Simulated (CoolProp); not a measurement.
Vapour-liquid equilibrium of benzene (1) + octamethylcyclotetrasiloxane (D4) (2) at 0.69 MPa; x and y are mole fractions of (1).

Values from CoolProp's multi-fluid Helmholtz-energy mixture model, Thol 2012 and Thol 2015; pair parameters Bell 2016.

```csv
x,bubble temperature (K),y at the bubble point,dew temperature at overall composition x (K),liquid density (mol/L)
0.05,537.0,0.115,540.9,2.151
0.15,522.2,0.346,535.0,…
0.25,506.8,0.546,528.7,2.821
0.35,492.1,0.695,522.0,…
0.45,479.0,0.799,514.6,3.696
0.55,467.6,0.870,506.4,4.247
0.65,…,0.919,496.9,4.914
0.75,449.1,0.953,485.5,5.747
0.85,441.3,0.978,…,6.823
0.95,…,0.994,449.9,8.269
```

Question: Fill in the missing entries.

Answer: 
- 0.15, liquid density (mol/L): 2.464
- 0.35, liquid density (mol/L): 3.228
- 0.65, bubble temperature (K): 457.7
- 0.85, dew temperature at overall composition x (K): 471.0
- 0.95, bubble temperature (K): 434.6

No azeotrope shows between x = 0.05 and 0.95.

Pair parameters are fitted to limited data, so mixtures are less certain than the pure fluids.
